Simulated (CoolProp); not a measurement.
A closed Brayton cycle with carbon dioxide: compressor inlet 305.15 K and 7.5 MPa, high pressure 19.4 MPa, turbine inlet 655 K, compressor efficiency 0.8, turbine efficiency 0.9, recuperator effectiveness 0.95 (on enthalpy, no pinch check). Each further row changes one setting.

Model: reference Helmholtz-energy equation of state, Span 1996, in CoolProp.

```tsv
case	thermal efficiency (%)	net work (kJ/kg)	compressor to turbine work	compressor exit (K)	turbine exit (K)
as stated	[?]	63.7	0.33	358.6	555.6
turbine inlet 605 K	26.5	54.4	0.37	358.6	509.4
compressor inlet 315.15 K	26.4	[?]	[?]	393.4	555.6
high pressure 16.5 MPa	28.2	55.7	0.31	349.2	572.3
recuperator effectiveness 0.5	19.9	63.7	0.33	358.6	555.6
```

Question: Some entries are withheld; supply them.

Answer: 
- as stated, thermal efficiency (%): 29.3
- compressor inlet 315.15 K, net work (kJ/kg): 47.5
- compressor inlet 315.15 K, compressor to turbine work: 0.50
